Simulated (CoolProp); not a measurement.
Properties of fluorine at several states.

Model: reference Helmholtz-energy equation of state, de Reuck 1990, in CoolProp.

```
T (K)  p (MPa)   phase         Z  isothermal compressibility (1/MPa)  fugacity coefficient
-----  -------  ------  --------  ----------------------------------  --------------------
277.3   0.0906     gas    0.9995                               11.04                0.9995
74        0.17  liquid  0.006659                            0.001273                0.1357
198.3   0.0284     gas    0.9994                               35.23                0.9994
```
